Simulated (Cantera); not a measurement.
Charge: 1 mol trisilylamine, 40 mol NH₃, 10 mol H₂, held at 1875 °C.

Cantera equilibrium calculation (NASA polynomials, part measured and part estimated; ideal gas, pure solids and liquids). Candidate condensed phases: Si, Si₃N₄; 18 gas species. The feed counts by its element totals alone. The tables' values for SiN are old estimates; treat these amounts as uncertain. Gases not in the tables: Si₂H₆ and higher silanes. Kinetics and transport are ignored.

Task: At 24.0 mbar, list the 7 most abundant gas species with their mole fractions, and the condensed phases.

Result: H₂ 0.755, N₂ 0.211, H 0.0234, Si 0.00916, SiH 0.000606, SiH₂ 0.000175, Si₂N 0.000141. Condensed: Si(l).
